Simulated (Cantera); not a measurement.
What does this Cantera script print?

```python
import numpy as np
import cantera as ct

gas_names = """
    CL CLO CL2 Cs CsCL CsO CsOH Cs2 Cs2CL2 Cs2O Cs2O2H2 H HCL HOCL HO2 H2 H2O H2O2 O OH O2 O3
""".split()
cond_names = """
    Cs(cr) Cs(L) CsCL(a) CsCL(b) CsCL(L) CsOH(a) CsOH(b) CsOH(c) CsOH(L) H2O(s) H2O(L)
""".split()


# ... load() reads the species with a 1 bar reference pressure and builds the phases ...
atoms = {
    'CsCl': {'Cs': 1, 'CL': 1},
    'O2': {'O': 2},
    'H2': {'H': 2},
}
top_T = {}  # K; cautious upper limits of use, not melting points


# ... equilibrate(T, P, feed) seeds the gas with the atoms and calls Mixture.equilibrate('TP', solver="vcs", rtol=1e-11, max_steps=5000) ...
results = []
feed = {'CsCl': 1, 'O2': 6.5, 'H2': 38}  # mol
P = 350  # Pa
for T in [1173, 1273, 1373, 1473, 1573, 1673, 1773, 1873, 1973, 2073]:
    mix = equilibrate(T, P, feed)
    results.append((T, P, feed, dict(zip(mix.species_names, mix.species_moles))))

top = {s: max(r[3][s] / sum(r[3][g] for g in gas_names) for r in results) for s in gas_names}
cols = sorted((s for s in top if top[s] > 0.0001), key=lambda s: -top[s])[:6]
seen = [c for c in cond_names if any(r[3].get(c, 0) > 1e-12 for r in results)]
print("log10 of partial pressures in bar; condensed amounts in mol")
print(f"{'T/K':>10s}" + "".join(f"{s[:9]:>10s}" for s in cols + seen))
for T, P, feed, n in results:
    ng = sum(n[g] for g in gas_names)
    print(f"{T:10.4g}" + "".join(f"{np.log10(max(n[s] / ng * P / 1e5, 1e-99)):10.3f}" for s in cols)
          + "".join(f"{n.get(c, 0):10.4g}" for c in seen))
```

Result:

```
log10 of partial pressures in bar; condensed amounts in mol
       T/K        H2       H2O         H      CsCL       HCL        Cs
      1173    -2.649    -2.933    -8.253    -4.052    -6.289    -6.991
      1273    -2.649    -2.933    -7.471    -4.052    -6.010    -6.490
      1373    -2.649    -2.933    -6.802    -4.056    -5.755    -6.083
      1473    -2.649    -2.934    -6.223    -4.062    -5.521    -5.747
      1573    -2.650    -2.934    -5.716    -4.072    -5.308    -5.467
      1673    -2.651    -2.934    -5.269    -4.086    -5.117    -5.231
      1773    -2.653    -2.935    -4.872    -4.107    -4.947    -5.030
      1873    -2.656    -2.937    -4.518    -4.136    -4.798    -4.859
      1973    -2.662    -2.941    -4.201    -4.175    -4.671    -4.713
      2073    -2.673    -2.947    -3.916    -4.226    -4.567    -4.589
```

Equilibrium computed with Cantera from the NASA thermochemical tables; the gas is ideal and each condensed phase is pure.
